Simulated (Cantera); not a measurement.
Feed: 1 mol SiCl4, 0.64 mol H2, at 800 °C and 4730 Torr.

Equilibrium computed with Cantera from the NASA thermochemical tables; the gas is ideal and each condensed phase is pure. Candidate condensed phases: Si; 19 gas species. The tables' values for SiCl3 are old estimates; treat these amounts as uncertain. The numbers say what is thermodynamically allowed, not how fast it happens.

Problem. What is the equilibrium state?

Solution. 
```json
{
 "x(SiCl4)": "0.560",
 "x(H2)": "0.341",
 "x(HCl)": "0.0496",
 "x(SiHCl3)": "0.0472",
 "x(SiCl3)": "0.00135",
 "x(SiH2Cl2)": "0.000465",
 "x(SiCl2)": "5.17e-5",
 "x(SiH3Cl)": "1.20e-6",
 "gas_amount": "1.641 mol",
 "log10 activity of Si(s) (absent)": "-2.43"
}
```
